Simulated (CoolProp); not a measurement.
Properties of ethanol along the isobar 27.4 bar.

The numbers come from the reference Helmholtz-energy equation of state, Schroeder 2014 in CoolProp.

```
T (K)   phase  speed of sound (m/s)  isothermal compressibility (1/MPa)  conductivity (mW/(m K))
-----  ------  --------------------  ----------------------------------  -----------------------
241.4  liquid                  1367                           0.0007834                      179
256    liquid                  1309                           0.0008592                      175
270.6  liquid            (withheld)                           0.0009424                      171
285.2  liquid                  1203                            0.001034                      168
299.8  liquid                  1154                            0.001137                      165
314.3  liquid            (withheld)                            0.001254                      162
328.9  liquid                  1061                          (withheld)                      159
343.5  liquid                  1015                            0.001555                      157
358.1  liquid                 967.2                            0.001759                      155
372.7  liquid                 917.7                            0.002019                      152
387.2  liquid                 865.5                            0.002360               (withheld)
401.8  liquid                 808.9                            0.002831                      148
416.4  liquid                 747.7                            0.003501                      145
431    liquid                 681.1                            0.004492                      143
445.6  liquid                 608.5                            0.006049                      140
460.2  liquid                 527.2                            0.008818                      137
```

Fill in the missing entries.


- 270.6, speed of sound (m/s): 1254
- 314.3, speed of sound (m/s): 1107
- 328.9, isothermal compressibility (1/MPa): 0.001391
- 387.2, conductivity (mW/(m K)): 150

Thermal conductivity comes from a separate model (Assael 2013).
